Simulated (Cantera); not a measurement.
**Stirred combustor or abatement burner**

A perfectly stirred reactor is fed with CH3OH : O2 : N2 = 0.63 : 2.59 : 9.72 (molar parts), equivalence ratio 0.36, at 5.33 atm; it is adiabatic with a 523 K inlet, and is followed from long to short residence time, starting on the burning branch (τ in s: 0.02, 0.0097, 0.0046, 0.0022, 0.0011, 0.00051, 0.00025, 0.00012, 5.6e-05).

Model: GRI-Mech 3.0 (53 species, 325 reactions), integrated in Cantera. GRI-Mech 3.0 was tuned for natural gas; its chemistry of methanol as a main component is partial and can be far from experiment.

```
τ (s)    T (K)   x CH3OH   x O2   x H2O2   x H2O     x NO     x CO
-------  -----  --------  -----  -------  ------  -------  -------
0.020     1423   9.56e-5  0.126  1.50e-6  0.0946  1.25e-7  0.00319
0.0097    1384  0.000265  0.128  6.60e-6  0.0937  4.21e-8  0.00749
0.0046     523    0.0487  0.200   <1e-12  <1e-12   <1e-12   <1e-12
0.0022     523    0.0487  0.200   <1e-12  <1e-12   <1e-12   <1e-12
0.0011     523    0.0487  0.200   <1e-12  <1e-12   <1e-12   <1e-12
0.00051    523    0.0487  0.200   <1e-12  <1e-12   <1e-12   <1e-12
0.00025    523    0.0487  0.200   <1e-12  <1e-12   <1e-12   <1e-12
0.00012    523    0.0487  0.200   <1e-12  <1e-12   <1e-12   <1e-12
5.6e-5     523    0.0487  0.200   <1e-12  <1e-12   <1e-12   <1e-12
```
x: mole fraction; the columns are a selection and need not sum to one.
